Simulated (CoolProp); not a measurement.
R22 at several states: Z from the reference equation and from simpler models built on Tc = 369.3 K, pc = 49.90 bar, ω = 0.221; each cubic takes its own stable root.

Values from CoolProp's reference Helmholtz-energy equation of state, Kamei 1995.

| T (K) | p (bar) | phase | reference | Soave-Redlich-Kwong | Peng-Robinson |
|---|---|---|---|---|---|
| 358.6 | 0.113 | gas | 0.9991 | 0.9992 | 0.9991 |
| 420.7 | 2.33 | gas | 0.9898 | 0.9898 | 0.9882 |
| 460.4 | 42.6 | gas | 0.8575 | 0.8659 | ? |
| 422.5 | 41.5 | gas | ? | ? | 0.7833 |
| 141.7 | 6.5 | liquid | ? | 0.03249 | 0.02898 |
| 256.2 | 0.365 | gas | 0.9911 | 0.9925 | 0.9921 |

Fill in the missing entries.


- 460.4, Peng-Robinson: 0.8438
- 422.5, reference: 0.7994
- 422.5, Soave-Redlich-Kwong: 0.8070
- 141.7, reference: 0.02884
